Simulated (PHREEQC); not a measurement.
A solution holds 0.002 mol NH4HF2, 0.0046 mol (NH4)2SiF6 and 0.0013 mol H3PO4 per kg of water, at 80 °C. Closed to the air; pH follows from the charge balance.

Computed with PHREEQC (ion-association model, phreeqc.dat).

| Property | Result |
|---|---|
| pH | 3.29 |
| ionic strength | 0.0152 mol/kgw |
| total alkalinity | -21.7 meq/kg |

```json
[
 {"species": "NH4+", "molality": "0.0112", "activity": "0.00967", "log γ": "-0.064"},
 {"species": "HF", "molality": "0.00731", "activity": "0.00734", "log γ": "0.002"},
 {"species": "F-", "molality": "0.00371", "activity": "0.00322", "log γ": "-0.061"},
 {"species": "SiF6-2", "molality": "0.00339", "activity": "0.00198", "log γ": "-0.233"},
 {"species": "H4SiO4", "molality": "0.00121", "activity": "0.00121", "log γ": "0.002"},
 {"species": "H2PO4-", "molality": "0.00117", "activity": "0.00102", "log γ": "-0.057"}
]
```

This is a speciation only: nothing precipitates in the calculation. Saturation is exceeded, for instance for Quartz (slow to form), Chalcedony (slow to form); the values hold only as long as no solid forms. Away from 25 °C the constants follow the database's enthalpies or fits; those with neither stay at their 25 °C values. SiF6-2 is the database's only silicon fluoride.
